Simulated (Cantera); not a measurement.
Source: NASA polynomial tables (part measured, part estimated), evaluated in Cantera. Values are per mole of reaction as written; species without (g) are pure solids or liquids, kept so even where they would boil at 1 bar.

2 CaF2 + O2(g) ⇌ 2 CaO + 2 F2(g)

| T (K) | ΔH° (kJ) | ΔS° (J/K) | ΔG° (kJ) | log10 K | condensed phases |
|---|---|---|---|---|---|
| 750 | 1173.2 | 122.4 | 1081.4 | -75.31 | CaF2(s), CaO(s) |
| 900 | 1169.4 | 117.8 | 1063.4 | -61.71 | CaF2(s), CaO(s) |
| 1050 | 1164.5 | 112.8 | 1046.1 | -52.04 | CaF2(s), CaO(s) |
| 1200 | 1158.5 | 107.5 | 1029.5 | -44.81 | CaF2(s), CaO(s) |
| 1350 | [?] | [?] | [?] | [?] | CaF2(s), CaO(s) |
| 1500 | [?] | [?] | [?] | [?] | CaF2(s), CaO(s) |
| 1650 | 1116.2 | 78.2 | 987.2 | -31.25 | CaF2(s), CaO(s) |
| 1800 | 1047.9 | 37.9 | 979.8 | -28.43 | CaF2(l), CaO(s) |
| 1950 | 1041.4 | 34.4 | 974.4 | -26.10 | CaF2(l), CaO(s) |
| 2100 | [?] | [?] | [?] | [?] | CaF2(l), CaO(s) |

Problem. Fill in the missing entries.

Solution. 
- 1350, ΔH° (kJ): 1151.2
- 1350, ΔS° (J/K): 101.8
- 1350, ΔG° (kJ): 1013.9
- 1350, log10 K: -39.23
- 1500, ΔH° (kJ): 1130.5
- 1500, ΔS° (J/K): 87.3
- 1500, ΔG° (kJ): 999.6
- 1500, log10 K: -34.81
- 2100, ΔH° (kJ): 1035.0
- 2100, ΔS° (J/K): 31.2
- 2100, ΔG° (kJ): 969.5
- 2100, log10 K: -24.11
